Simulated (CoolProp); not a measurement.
Computed with CoolProp (reference Helmholtz-energy equation of state, Lemmon 2016).

For R365MFC, give the phase and the cp (kJ/(kg K)), cv (kJ/(kg K)), speed of sound (m/s), Joule-Thomson coefficient (K/MPa) at 468.9 K and 0.918 MPa.


- 468.9 K and 0.918 MPa: gas; cp 1.32, cv 1.23, speed of sound 151, Joule-Thomson coefficient 7.95
